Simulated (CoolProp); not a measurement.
A single-stage vapour-compression cycle with n-perfluoropentane: evaporating at 258.15 K (dew point), condensing at 299.15 K (bubble point), superheat 8 K, subcooling 8 K, compressor efficiency 0.9, no pressure losses. Each further row changes one setting.

The numbers come from the reference Helmholtz-energy equation of state, Gao 2022 in CoolProp.

```csv
case,cooling COP,pressure ratio,discharge temperature (K),refrigerating effect (kJ/kg),volumetric capacity (kJ/m³)
as stated,[?],6.37,299.2,75.5,140
evaporating temperature 263.15 K,5.81,4.89,299.2,[?],188
condensing temperature 294.15 K,5.72,[?],294.1,80.6,150
subcooling 13 K,5.15,6.37,299.2,80.6,150
superheat 18 K,5.02,6.37,299.2,83.1,148
compressor efficiency 0.8,4.28,6.37,299.2,75.5,140
```

Question: Complete the blanks.

Answer: 
- as stated, cooling COP: 4.82
- evaporating temperature 263.15 K, refrigerating effect (kJ/kg): 79.2
- condensing temperature 294.15 K, pressure ratio: 5.25

The compression ends wet for: as stated; evaporating temperature 263.15 K; condensing temperature 294.15 K; subcooling 13 K; superheat 18 K; compressor efficiency 0.8.
